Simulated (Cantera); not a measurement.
Feed: 1 mol Si₃N₄, 12 mol Cl₂, held at 0.470 bar.

Cantera equilibrium calculation (NASA polynomials, part measured and part estimated; ideal gas, pure solids and liquids). Candidate condensed phases: Si, Si₃N₄; 13 gas species. The numbers say what is thermodynamically allowed, not how fast it happens.

Task: At 902 °C, list the 4 most abundant gas species with their mole fractions, and the condensed phases.

Result: Cl₂ 0.542, SiCl₄ 0.272, N₂ 0.181, Cl 0.00389. Condensed: gas only.
